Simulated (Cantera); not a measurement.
An adiabatic, constant-volume homogeneous reactor starts with H₂ : O₂ : N₂ : NO = 1 : 1.56 : 9.69 : 0.046 (molar parts), at 950 K and 1.01 bar.

Computed with Cantera and GRI-Mech 3.0 (53 species, 325 reactions). The mechanism lacks 2 NO + O2 → 2 NO2 and HONO, so NO2 and the effect of NO are under-described below about 1400 K.

### Question
Predict: time of steepest temperature rise; temperature at 0.900 s; equilibrium temperature; x(H₂) at 0.900 s; x(O₂) at 0.900 s; x(NO) at 0.900 s; x(OH) at 0.900 s; x(HO₂) at 0.900 s; x(O) at 0.900 s; x(H₂O₂) at 0.900 s.

### Answer
```
Quantity                                                              Result
---------------------------------  -----------------------------------------
time of steepest temperature rise                                   0.458 ms
temperature at 0.900 s                                                1715 K
equilibrium temperature                                               1720 K
x(H₂) at 0.900 s                     5.03e-6 (gas-phase equilibrium 5.29e-6)
x(O₂) at 0.900 s                       0.0898 (gas-phase equilibrium 0.0907)
x(NO) at 0.900 s                     0.00386 (gas-phase equilibrium 0.00211)
x(OH) at 0.900 s                   0.000260 (gas-phase equilibrium 0.000271)
x(HO₂) at 0.900 s                    4.16e-7 (gas-phase equilibrium 4.32e-7)
x(O) at 0.900 s                      1.19e-5 (gas-phase equilibrium 1.26e-5)
x(H₂O₂) at 0.900 s                   2.08e-8 (gas-phase equilibrium 2.15e-8)
```
